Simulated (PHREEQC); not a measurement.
A column of 1 m (40 cells, dispersivity 0.05 m, 60 s a shift, diffusion coefficient 3e-10 m²/s) holds 0.0041 eq of the database's cation exchanger X per kg of pore water, first in equilibrium with 0.001 mol/kgw MgSO4, 0.04 mol/kgw CdCl2 and 1e-05 mol/kgw HCl. It is flushed with 0.00041 mol/kgw MnCl2, 0.00077 mol/kgw CuCl2 and 1e-05 mol/kgw HCl, at 15 °C. Values are for the last cell. CO2 from the air is kept out. Precipitation was switched off in this run.

The series has 31 steps of pore volumes, from 0 to 6.013.

Equilibrium calculation in PHREEQC: ion-association model, phreeqc.dat.

### Question
After how many pore volumes does Cu at the outlet first reach half of its feed value?

### Answer
By 3.0 pore volumes.

### Question
After how many pore volumes does Mn at the outlet first reach half of its feed value?

### Answer
By 2.6 pore volumes.
